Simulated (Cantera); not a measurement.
Cantera run, input and output.

```python
import numpy as np
import cantera as ct

gas = ct.Solution("gri30.yaml")
gas.TPX = 500, 150000, {'CH4': 1, 'O2': 2, 'N2': 7.52}
flame = ct.FreeFlame(gas, width=0.03)
flame.set_refine_criteria(ratio=3, slope=0.08, curve=0.16)
flame.transport_model = "mixture-averaged"
flame.solve(loglevel=0, auto=True)
flame.transport_model = "multicomponent"
flame.soret_enabled = False
flame.solve(loglevel=0, refine_grid=True)
z, T = flame.grid, flame.T
thick = (T[-1] - T[0]) / np.gradient(T, z).max()
show = ['CH4', 'O2', 'HO2', 'CH3', 'O', 'CO']
print(f"laminar burning velocity  {flame.velocity[0] * 100:.3f} cm/s")
print(f"burnt temperature         {T[-1]:.1f} K")
print(f"thermal thickness         {thick * 1e3:.4f} mm")
print(f"grid points               {len(z)}")
z0 = z[flame.heat_release_rate.argmax()]
print(f"{'z/mm':>9s}{'T/K':>9s}{'u/(m/s)':>9s}" + "".join(f"{s:>11s}" for s in show))
rows = []
for k in (-3, -2, -1.5, -1, -0.5, -0.25, 0, 0.25, 0.5, 1, 2, 4, 8):
    zz = z0 + k * thick
    rows.append([k * thick, np.interp(zz, z, T), np.interp(zz, z, flame.velocity),
                 *(np.interp(zz, z, flame.X[gas.species_index(s)]) for s in show)])
    print(f"{rows[-1][0] * 1e3:9.3f}{rows[-1][1]:9.1f}{rows[-1][2]:9.3f}" + "".join(f"{x:11.3e}" for x in rows[-1][3:]))
```

Result:

```
laminar burning velocity  81.410 cm/s
burnt temperature         2340.0 K
thermal thickness         0.2674 mm
grid points               149
     z/mm      T/K  u/(m/s)        CH4         O2        HO2        CH3          O         CO
   -0.802    500.1    0.815  9.498e-02  1.900e-01  5.007e-08  8.513e-09  5.807e-12  2.068e-06
   -0.535    501.6    0.818  9.475e-02  1.896e-01  6.367e-07  9.622e-08  1.540e-10  2.654e-05
   -0.401    508.9    0.832  9.414e-02  1.887e-01  3.871e-06  5.393e-07  1.488e-09  1.637e-04
   -0.267    565.7    0.930  9.050e-02  1.842e-01  3.304e-05  5.306e-06  3.328e-08  1.437e-03
   -0.134    963.9    1.607  6.560e-02  1.515e-01  1.538e-04  2.633e-04  7.561e-06  1.366e-02
   -0.067   1387.5    2.336  3.613e-02  1.098e-01  1.857e-04  1.681e-03  1.002e-04  3.076e-02
    0.000   1787.7    3.031  8.178e-03  6.078e-02  1.074e-04  2.039e-03  8.062e-04  4.788e-02
    0.067   1951.2    3.304  5.012e-04  3.315e-02  1.898e-05  2.240e-04  2.663e-03  4.580e-02
    0.134   2001.6    3.375  1.515e-05  2.418e-02  9.063e-06  7.703e-06  3.515e-03  3.705e-02
    0.267   2061.4    3.455  2.609e-08  1.937e-02  6.527e-06  1.519e-08  3.275e-03  2.855e-02
    0.535   2133.9    3.560  4.064e-13  1.621e-02  4.555e-06  2.896e-13  2.459e-03  2.390e-02
    1.070   2208.5    3.668  3.225e-16  1.323e-02  2.955e-06  1.371e-15  1.596e-03  2.050e-02
    2.139   2271.2    3.756  1.140e-16  1.049e-02  1.916e-06  4.823e-16  9.658e-04  1.694e-02
```

Computed with Cantera and GRI-Mech 3.0 (53 species, 325 reactions). Burning velocities carry a grid error of a few per cent, more on coarse grids.
